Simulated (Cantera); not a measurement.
A Cantera script and what it prints.

```python
import numpy as np
import cantera as ct

gas_names = [...]  # 116 gases of nasa_gas.yaml made of C, H, Mg, O
cond_names = """
    C(gr) C6H6(L) C7H8(L) C8H18(L),n-octa H2O(s) H2O(L) Mg(cr) Mg(L) MgCO3(s) MgO(s) MgO(L) MgO2H2(s)
""".split()


# ... load() reads the species with a 1 bar reference pressure and builds the phases ...
atoms = {
    'MgCO3': {'Mg': 1, 'C': 1, 'O': 3},
    'H2': {'H': 2},
}
top_T = {'C(gr)': 4500}  # K; cautious upper limits of use, not melting points


# ... equilibrate(T, P, feed) seeds the gas with the atoms and calls Mixture.equilibrate('TP', solver="vcs", rtol=1e-11, max_steps=5000) ...
results = []
T = 1673.15  # K
P = 1300  # Pa
for m in [0.7, 1, 1.5, 2.1, 3.1, 4.5, 6.5, 9.4]:
    feed = {'MgCO3': 1, 'H2': m}  # mol
    mix = equilibrate(T, P, feed)
    results.append((T, P, feed, dict(zip(mix.species_names, mix.species_moles))))

top = {s: max(r[3][s] / sum(r[3][g] for g in gas_names) for r in results) for s in gas_names}
cols = sorted((s for s in top if top[s] > 1e-05), key=lambda s: -top[s])[:6]
seen = [c for c in cond_names if any(r[3].get(c, 0) > 1e-12 for r in results)]
print("log10 of partial pressures in bar; condensed amounts in mol")
print(f"{'n(H2)':>10s}" + "".join(f"{s[:9]:>10s}" for s in cols + seen))
for T, P, feed, n in results:
    ng = sum(n[g] for g in gas_names)
    print(f"{feed['H2']:10.4g}" + "".join(f"{np.log10(max(n[s] / ng * P / 1e5, 1e-99)):10.3f}" for s in cols)
          + "".join(f"{n.get(c, 0):10.4g}" for c in seen))
```

Output:

```
log10 of partial pressures in bar; condensed amounts in mol
     n(H2)        H2        CO       H2O       CO2         H        OH    MgO(s)
       0.7    -2.873    -2.397    -2.397    -2.440    -5.380    -6.221         1
         1    -2.638    -2.378    -2.378    -2.637    -5.262    -6.319         1
       1.5    -2.416    -2.402    -2.402    -2.907    -5.151    -6.455         1
       2.1    -2.275    -2.456    -2.456    -3.157    -5.081    -6.579         1
       3.1    -2.155    -2.549    -2.549    -3.462    -5.020    -6.732         1
       4.5    -2.074    -2.659    -2.659    -3.764    -4.980    -6.883    0.9999
       6.5    -2.017    -2.783    -2.783    -4.069    -4.952    -7.035    0.9998
       9.4    -1.978    -2.918    -2.918    -4.378    -4.932    -7.190    0.9996
```

Equilibrium computed with Cantera from the NASA thermochemical tables; the gas is ideal and each condensed phase is pure.
